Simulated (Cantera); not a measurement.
A closed system holds: 1 mol V₂O₅, 29 mol H₂, 12 mol N₂, held at 1325 °C and 13.0 Pa.

Equilibrium computed with Cantera from the NASA thermochemical tables; the gas is ideal and each condensed phase is pure. Candidate condensed phases: H₂O, V, VN, VO, V₂O₃, V₂O₄, V₂O₅; 28 gas species. Condensed phases not in the tables: the oxides between V₂O₃ and V₂O₅ other than VO₂. Equilibrium is a limit: real reactors are often held back by kinetics, nucleation or transport.

Base state: H₂ 0.655, N₂ 0.292, H₂O 0.0486, H 0.00379, VO₂ 0.000138, OH 1.09e-5 (mole fractions); condensed: V₂O₃(s).

Problem. What changes in the equilibrium state with this change: temperature from 1325 °C to 1402 °C?

Solution. 
| species | before | after |
|---|---|---|
| H₂ | 0.655 | 0.652 |
| N₂ | 0.292 | 0.291 |
| H₂O | 0.0486 | 0.0482 |
| H | 0.00379 | 0.00822 |
| VO₂ | 0.000138 | 0.000704 |
| VO | 1.59e-6 | 1.18e-5 |
| OH | 1.09e-5 | 2.94e-5 |
| V₂O₃(s), mol | 0.997 | 0.985 |

Problem. What changes in the equilibrium state with this change: temperature from 1325 °C to 1600 °C?

Solution. 
```csv
species,before,after
H₂,0.655,0.617
N₂,0.292,0.279
H,0.00379,0.0445
VO₂,0.000138,0.0218
H₂O,0.0486,0.0360
VO,1.59e-6,0.00104
O,5.25e-8,1.10e-5
"V₂O₃(s), mol",0.997,0.510
```
